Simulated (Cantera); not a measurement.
Feed: 1 mol SiH₄, 560 mol H₂, equilibrated at 19.0 mbar.

Cantera equilibrium calculation (NASA polynomials, part measured and part estimated; ideal gas, pure solids and liquids). Candidate condensed phases: Si; 9 gas species. Gases not in the tables: Si₂H₆ and higher silanes. The numbers say what is thermodynamically allowed, not how fast it happens.

Q: At 2050 K, list the 5 most abundant gas species with their mole fractions, and the condensed phases.

A: H₂ 0.982, H 0.0163, Si 0.00156, SiH 0.000129, SiH₂ 5.29e-5. Condensed: gas only.
